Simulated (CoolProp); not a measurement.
Vapour-liquid equilibrium of m-xylene (1) + o-xylene (2) at 0.234 MPa; x and y are mole fractions of (1).

The numbers come from the multi-fluid Helmholtz-energy mixture model, Zhou 2012 and Zhou 2012; pair parameters Bell 2016 in CoolProp.

```tsv
x	bubble temperature, mixture model (K)	bubble temperature, Raoult's law (K)	y, mixture model	y, Raoult's law
0.05	451.9	451.9	0.055	0.056
0.125	451.5	451.4	0.138	0.140
0.2	451.1	451.0	0.219	0.221
0.275	450.6	450.5	0.299	0.301
0.35	450.1	450.1	0.378	0.380
0.425	449.7	449.7	0.455	0.457
0.5	449.2	449.2	0.531	0.532
0.575	448.8	448.8	0.605	0.606
0.65	448.3	448.4	0.677	0.679
0.725	447.9	447.9	0.748	0.750
0.8	447.5	447.5	0.818	0.820
0.875	447.1	447.1	0.887	0.888
0.95	446.7	446.7	0.955	0.956
```

The largest gap from Raoult's law is +0.1 K in bubble temperature, at x = 0.2. No azeotrope shows between x = 0.05 and 0.95.

Pair parameters are fitted to limited data, so mixtures are less certain than the pure fluids.
